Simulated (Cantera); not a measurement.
Premixed flame

A freely propagating, adiabatic, planar premixed flame of H₂ : O₂ : N₂ = 1 : 0.417 : 1.83 (molar parts), unburnt at 625 K and 0.270 bar; mixture-averaged transport, grid criteria slope 0.08 and curve 0.16, no radiation.

Computed with Cantera and the H2/O2 subset of GRI-Mech 3.0, which has no nitrogen chemistry. Burning velocities carry a grid error of a few per cent, more on coarse grids.

```csv
z (mm),T (K),u (m/s),x H₂,x O₂,x H₂O,x H₂O₂,x O,x HO₂
-8.24,625,6.84,0.308,0.128,<1e-8,<1e-8,<1e-8,<1e-8
-5.49,625,6.84,0.308,0.128,<1e-8,<1e-8,<1e-8,<1e-8
-4.12,625,6.84,0.308,0.128,<1e-8,<1e-8,<1e-8,<1e-8
-2.75,625,6.84,0.308,0.128,1.77e-8,<1e-8,<1e-8,3.33e-7
-1.37,632,6.91,0.307,0.128,0.000414,6.36e-7,6.95e-6,7.42e-5
-0.687,753,8.15,0.285,0.125,0.0112,1.45e-6,0.000251,5.53e-5
0,1145,12.0,0.160,0.0807,0.103,1.07e-6,0.00628,2.29e-5
0.687,1425,14.8,0.0683,0.0259,0.202,1.08e-6,0.0112,6.83e-6
1.37,1544,15.9,0.0620,0.0186,0.216,8.07e-7,0.0111,4.36e-6
2.75,1682,17.1,0.0645,0.0158,0.223,4.78e-7,0.0101,3.17e-6
5.49,1833,18.5,0.0665,0.0130,0.232,2.52e-7,0.00841,2.25e-6
11.0,1985,19.8,0.0667,0.00999,0.242,1.34e-7,0.00634,1.55e-6
22.0,2126,20.9,0.0654,0.00713,0.254,7.91e-8,0.00430,1.05e-6
```
x: mole fraction of selected species; z is measured from the peak of heat release.

| Property | Result |
|---|---|
| laminar burning velocity | 684 cm/s |
| thermal thickness | 2.75 mm |
| peak x(H₂O₂) | 1.55e-6 |
| peak x(O) | 0.0113 |
| peak x(HO₂) | 7.82e-5 |
| grid points | 146 |
